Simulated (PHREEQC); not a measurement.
Make-up at 90 °C: 0.39 mol HCl and 0.00057 mol Al2(SO4)3 per kg of water. Closed to the air; pH follows from the charge balance.

The numbers come from PHREEQC with the ion-association model, wateq4f.dat.

Each row changes one thing in this solution. This is a speciation only: nothing precipitates in the calculation.

```tsv
case	pH	ionic strength (mol/kgw)	HSO4- (mol/kgw)	SO4-2 (mol/kgw)	AlSO4+ (mol/kgw)	AlHSO4+2 (mol/kgw)	SI of Boehmite (AlOOH)	SI of Gibbsite (Al(OH)3)
as made	0.54	0.395	0.00167	3.73e-5	5.68e-6	1.10e-6	-7.37	-7.60
HCl replaced by NaCl at the same molality	(withheld)	0.396	(withheld)	0.00103	9.11e-5	2.01e-8	+1.23	+0.99
HCl replaced by AlCl3 at the same molality	2.22	2.32	5.37e-5	0.000110	0.00154	7.41e-7	-0.09	-0.33
HCl from 0.39 to 0.039 mol/kgw	1.50	0.0440	0.00143	0.000159	(withheld)	1.71e-6	-4.05	-4.29
```

Q: Some entries are withheld; supply them.

A: 
- HCl replaced by NaCl at the same molality, pH: 3.48
- HCl replaced by NaCl at the same molality, HSO4- (mol/kgw): 5.26e-5
- HCl from 0.39 to 0.039 mol/kgw, AlSO4+ (mol/kgw): 0.000116

The ionic strength passes 0.7 mol/kgw, the rough limit of the ion-association models, in HCl replaced by AlCl3 at the same molality. Some of these states are supersaturated (in Boehmite (slow to form), Gibbsite (slow to form), for instance). Away from 25 °C the constants follow the database's enthalpies or fits; those with neither stay at their 25 °C values.
